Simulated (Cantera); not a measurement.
A closed system holds: 1 mol SiCl4, 3.3 mol NH3, 39 mol H2, held at 1275 K and 0.00200 bar.

Method: chemical equilibrium by Gibbs-energy minimisation in Cantera with the NASA 1993 tables (ideal gas, pure condensed phases). Candidate condensed phases: NH4Cl, Si, Si3N4; 28 gas species. The tables' values for SiCl3 are old estimates; treat these amounts as uncertain. Kinetics and transport are ignored.

Base state: H2 0.894, HCl 0.0837, N2 0.0214, SiCl2 0.000665, SiCl3 3.64e-5, H 1.56e-5, SiCl4 1.30e-5 (mole fractions); condensed: Si3N4(s).

What changes in the equilibrium state with this change: temperature from 1275 K to 1450 K?


```json
[
 {"species": "H2", "before": "0.894", "after": "0.897"},
 {"species": "HCl", "before": "0.0837", "after": "0.0689"},
 {"species": "N2", "before": "0.0214", "after": "0.0261"},
 {"species": "SiCl2", "before": "0.000665", "after": "0.00777"},
 {"species": "H", "before": "1.56e-5", "after": "0.000200"},
 {"species": "Cl", "before": "1.24e-6", "after": "1.25e-5"},
 {"species": "SiCl4", "before": "1.30e-5", "after": "3.63e-6"},
 {"species": "Si3N4(s), mol", "before": "0.322", "after": "0.210"}
]
```

What changes in the equilibrium state with this change: NH3 from 3.3 to 9.7 mol?


```csv
species,before,after
H2,0.894,0.863
N2,0.0214,0.0702
HCl,0.0837,0.0665
SiCl2,0.000665,0.000197
SiCl4,1.30e-5,2.52e-6
SiCl3,3.64e-5,8.75e-6
"Si3N4(s), mol",0.322,0.329
```
